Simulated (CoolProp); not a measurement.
Vapour-liquid equilibrium of R152A (1) + R113 (2) at 251 K; x and y are mole fractions of (1).

The numbers come from the multi-fluid Helmholtz-energy mixture model, Outcalt 1996 and Marx 1992; pair parameters Bell 2016 in CoolProp.

Problem. Give the bubble pressure and the first vapour's composition at x = 0.2, 0.8, 0.95. Is there an azeotrope?

Solution. x = 0.2: 50.82 kPa, y = 0.923; x = 0.8: 95.36 kPa, y = 0.976; x = 0.95: 105.6 kPa, y = 0.992. No azeotrope shows between x = 0.05 and 0.95.

The pair parameters rest on a limited set of measurements; away from them the model extrapolates. With so large a gap from Raoult's law the liquid may split in two, which this calculation doesn't test in full.
